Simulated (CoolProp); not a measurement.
Vapour pressure (kPa) of n-hexane: the reference equation beside estimates from Tc = 507.8 K, pc = 3044 kPa, ω = 0.300. Clausius-Clapeyron is anchored at 388.9 K with a constant enthalpy of vaporisation of 25.47 kJ/mol.

Model: reference Helmholtz-energy equation of state, Thol 2019, in CoolProp.

```csv
T (K),reference,Lee-Kesler,Clausius-Clapeyron,van der Waals,Redlich-Kwong,Soave-Redlich-Kwong
336.9,86.46,…,107.4,461.4,166.4,85.91
349.9,…,…,150.6,562.7,232.6,129.2
362.9,187.7,188.1,206.1,677.5,…,188.0
375.9,264.2,265.6,276.0,806.6,…,265.6
388.9,362.4,365.0,362.4,950.6,544.2,365.5
401.9,486.1,489.8,467.6,1110,693.1,491.7
414.8,637.8,…,592.7,1284,866.5,646.8
427.8,824.1,829.8,741.8,1476,1069,837.5
440.8,1048,1055,916.3,1684,1302,1067
453.8,1316,1322,1118,1910,…,1340
466.8,1632,1638,1349,2154,1864,1661
```

Question: What belongs in the gaps?

Answer: 
- 336.9, Lee-Kesler: 85.82
- 349.9, reference: 129.5
- 349.9, Lee-Kesler: 129.3
- 362.9, Redlich-Kwong: 316.2
- 375.9, Redlich-Kwong: 419.3
- 414.8, Lee-Kesler: 642.7
- 453.8, Redlich-Kwong: 1566

Absolute difference from the reference over all 11 rows, mean and median: Lee-Kesler 0.6 and 0.7 %, Clausius-Clapeyron 11.0 and 10.0 %, van der Waals 167.6 and 128.3 %, Redlich-Kwong 46.8 and 42.6 %, Soave-Redlich-Kwong 1.1 and 1.2 %.
